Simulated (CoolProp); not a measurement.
Vapour-liquid equilibrium of propylene (1) + R22 (2) at 40.25 °C; x and y are mole fractions of (1).

Computed with CoolProp (multi-fluid Helmholtz-energy mixture model, Lemmon 2013 and Kamei 1995; pair parameters Bell 2016).

```
x     bubble pressure (MPa)  y at the bubble point  dew pressure at overall composition x (MPa)  liquid density (mol/L)
----  ---------------------  ---------------------  -------------------------------------------  ----------------------
0.05                  1.572                  0.062                                        1.566                   12.92
0.15                  1.621                  0.176                                        1.611                   12.68
0.25                  1.660                  0.279                                        1.650                   12.46
0.35                  1.689                  0.375                                        1.682                   12.26
0.45                  1.709                  0.467                                        1.706                   12.08
0.55                  1.720                  0.558                                        1.720                   11.91
0.65                  1.723                  0.648                                        1.723                   11.76
0.75                  1.717                  0.741                                        1.716                   11.62
0.85                  1.701                  0.839                                        1.699                   11.51
0.95                  1.675                  0.944                                        1.673                   11.41
```

y crosses x between x = 0.55 and 0.65: the model has an azeotrope there.

Pair parameters are fitted to limited data, so mixtures are less certain than the pure fluids.
